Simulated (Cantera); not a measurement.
## (CH3)2SiCl2 + C2H2 + H2 (silicon carbide growth)

Input: 1 mol (CH3)2SiCl2, 0.87 mol C2H2, 1000 mol H2, equilibrated at 90.0 Torr.

Equilibrium computed with Cantera from the NASA thermochemical tables; the gas is ideal and each condensed phase is pure. Candidate condensed phases: C, C6H6, C7H8, C8H18, Si, SiC; 109 gas species. The feed counts by its element totals alone. Gases not in the tables: Si2H6 and higher silanes. Kinetics and transport are ignored.

```csv
T (°C),log p H2,log p H,log p CH4,log p HCl,log p C2H2 (acetylene),log p Si,log p SiH,log p SiH2,n SiC(s),n C(graphite)
627,-0.92,-10.39,-3.48,-3.62,<-12,<-12,<-12,<-12,0.998,0
777,-0.92,-8.55,-3.48,-3.62,-10.10,<-12,<-12,<-12,1.000,0
927,-0.92,-7.17,-3.65,-3.62,-7.91,<-12,<-12,-11.62,1.000,0.853
1077,-0.92,-6.08,-4.08,-3.62,-6.83,-12.12,-11.78,-10.10,1.000,2.05
1227,-0.92,-5.22,-4.43,-3.62,-5.97,-10.12,-10.07,-8.88,1.000,2.41
1377,-0.92,-4.50,-4.72,-3.62,-5.26,-8.48,-8.68,-7.89,1.000,2.49
1527,-0.92,-3.91,-4.96,-3.62,-4.68,-7.12,-7.52,-7.06,0.998,2.30
1677,-0.92,-3.40,-5.16,-3.62,-4.19,-5.97,-6.54,-6.37,0.984,1.60
1827,-0.93,-2.97,-5.34,-3.63,-3.78,-4.98,-5.71,-5.77,0.866,0
```
log p: log10 of the partial pressure in bar; n: condensed amount in mol.

From 627 °C to 777 °C the condensed part is SiC(s). From 927 °C to 1677 °C the condensed part is C(graphite) + SiC(s). At 1827 °C the condensed part is SiC(s). The main Si-bearing gas is SiHCl3 at 627 °C and Si at 1827 °C.
